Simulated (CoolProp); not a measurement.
The fluoroketone C6F12O (FK-5-1-12) along the isobar 0.318 MPa: Z from the reference equation and from simpler models built on Tc = 441.8 K, pc = 1.869 MPa, ω = 0.471; each cubic takes its own stable root.

Computed with CoolProp (reference Helmholtz-energy equation of state, McLinden 2015).

```csv
T (K),phase,reference,Pitzer virial,van der Waals,Redlich-Kwong,Soave-Redlich-Kwong,Peng-Robinson
405,gas,0.9128,0.9159,0.9340,0.9213,0.9154,0.9084
411.3,gas,0.9181,0.9207,0.9366,0.9250,0.9202,0.9134
417.7,gas,0.9230,0.9252,0.9390,0.9284,0.9249,0.9181
424,gas,0.9275,0.9293,0.9413,0.9316,0.9291,0.9224
430.3,gas,0.9317,0.9332,0.9435,0.9347,0.9331,0.9265
436.7,gas,0.9355,0.9369,0.9456,0.9375,0.9369,0.9304
443,gas,0.9391,0.9403,0.9476,0.9402,0.9404,0.9340
449.3,gas,0.9424,0.9435,0.9494,0.9428,0.9437,0.9374
455.7,gas,0.9455,0.9465,0.9512,0.9452,0.9468,0.9406
462,gas,0.9484,0.9493,0.9529,0.9475,0.9497,0.9436
468.3,gas,0.9511,0.9519,0.9545,0.9496,0.9524,0.9464
474.7,gas,0.9536,0.9544,0.9561,0.9517,0.9550,0.9491
481,gas,0.9560,0.9568,0.9576,0.9536,0.9575,0.9516
487.3,gas,0.9582,0.9590,0.9590,0.9554,0.9598,0.9540
493.7,gas,0.9603,0.9611,0.9604,0.9572,0.9620,0.9563
500,gas,0.9622,0.9630,0.9617,0.9588,0.9640,0.9584
```
